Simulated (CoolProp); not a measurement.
Computed with CoolProp (reference Helmholtz-energy equation of state, de Reuck 1993).

Task: For methanol, give the phase and the Z, cv (kJ/(kg K)), expansivity (1/kK), viscosity (µPa s) at 620 K and 46.2 MPa.

Result: 
- 620 K and 46.2 MPa: supercritical; Z 0.628, cv 3.30, expansivity 3.57, viscosity 58.9

Viscosity comes from a separate model (Xiang 2006).
